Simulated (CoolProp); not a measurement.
Model: reference Helmholtz-energy equation of state, Thol 2022, in CoolProp.

Problem. Give the vapour pressure (MPa), liquid density (kg/m³), vapour density (kg/m³), enthalpy of vaporisation (kJ/kg) of saturated vinyl chloride at 300.5, 313.9, 367.5 K.

Solution. 
```csv
T (K),p (MPa),liquid density (kg/m³),vapour density (kg/m³),enthalpy of vaporisation (kJ/kg)
300.5,0.423,895,11.5,320
313.9,0.616,869,16.5,307
367.5,2.07,747,56.3,242
```
